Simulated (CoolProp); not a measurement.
A Linde-Hampson liquefier for normal hydrogen: isothermal reversible compression at 280 K from 1 atm to 15 MPa, throttling to 1 atm, return gas leaving the recuperator 5 K below the feed. Each further row changes one setting.

Model: reference Helmholtz-energy equation of state, Leachman 2009, in CoolProp.

```tsv
case	compression work (kJ/kg of gas)
as stated	5880
high pressure 30 MPa	6790
warm-end temperature 310 K	6500
warm-end gap 10 K	5880
```
